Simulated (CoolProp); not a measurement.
A closed Brayton cycle with carbon dioxide: compressor inlet 310.15 K and 8.3 MPa, high pressure 15.7 MPa, turbine inlet 745 K, compressor efficiency 0.8, turbine efficiency 0.9, recuperator effectiveness 0.95 (on enthalpy, no pinch check). Each further row changes one setting.

Values from CoolProp's reference Helmholtz-energy equation of state, Span 1996.

| case | thermal efficiency (%) | net work (kJ/kg) | compressor to turbine work | compressor exit (K) | turbine exit (K) |
|---|---|---|---|---|---|
| as stated | 29.8 | 57.7 | 0.25 | 343.4 | 672.6 |
| turbine inlet 695 K | 28.0 | 51.8 | 0.27 | 343.4 | 625.4 |
| compressor inlet 320.15 K | 29.9 | 47.2 | 0.38 | 370.7 | 672.6 |
| high pressure 13.3 MPa | 26.6 | 44.2 | 0.23 | 334.6 | 691.2 |
| recuperator effectiveness 0.5 | 15.6 | 57.7 | 0.25 | 343.4 | 672.6 |
